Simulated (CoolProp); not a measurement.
A single-stage vapour-compression cycle with the fluid: evaporating at 247.15 K (dew point), condensing at 294.15 K (bubble point), superheat 10 K, subcooling 2 K, compressor efficiency 0.85, no pressure losses. The same conditions are run with several fluids, on thermodynamics alone (safety and materials aside).

Model: reference Helmholtz-energy equation of state of each fluid (isobutane: Bücker 2006; CH3F (R41): Lemmon 2006; nitrous oxide: Lemmon 2006; trans-2-butene: Lemmon 2005; CH2F2 (R32): Tillner-Roth 1997; vinyl chloride: Thol 2022), in CoolProp.

```json
[
 {"fluid": "isobutane", "cooling COP": "3.76", "pressure ratio": "___", "discharge temperature (K)": "310.5", "refrigerating effect (kJ/kg)": "290", "volumetric capacity (kJ/m³)": "451"},
 {"fluid": "CH3F (R41)", "cooling COP": "3.15", "pressure ratio": "3.71", "discharge temperature (K)": "357.8", "refrigerating effect (kJ/kg)": "299", "volumetric capacity (kJ/m³)": "___"},
 {"fluid": "nitrous oxide", "cooling COP": "___", "pressure ratio": "3.45", "discharge temperature (K)": "354.3", "refrigerating effect (kJ/kg)": "201", "volumetric capacity (kJ/m³)": "___"},
 {"fluid": "trans-2-butene", "cooling COP": "3.85", "pressure ratio": "6.45", "discharge temperature (K)": "319.6", "refrigerating effect (kJ/kg)": "344", "volumetric capacity (kJ/m³)": "293"},
 {"fluid": "CH2F2 (R32)", "cooling COP": "___", "pressure ratio": "___", "discharge temperature (K)": "362.1", "refrigerating effect (kJ/kg)": "___", "volumetric capacity (kJ/m³)": "2390"},
 {"fluid": "vinyl chloride", "cooling COP": "3.82", "pressure ratio": "5.84", "discharge temperature (K)": "353.2", "refrigerating effect (kJ/kg)": "306", "volumetric capacity (kJ/m³)": "545"}
]
```

Q: What belongs in the gaps?

A: 
- isobutane, pressure ratio: 5.57
- CH3F (R41), volumetric capacity (kJ/m³): 5210
- nitrous oxide, cooling COP: 2.93
- nitrous oxide, volumetric capacity (kJ/m³): 7240
- CH2F2 (R32), cooling COP: 3.53
- CH2F2 (R32), pressure ratio: 4.71
- CH2F2 (R32), refrigerating effect (kJ/kg): 284
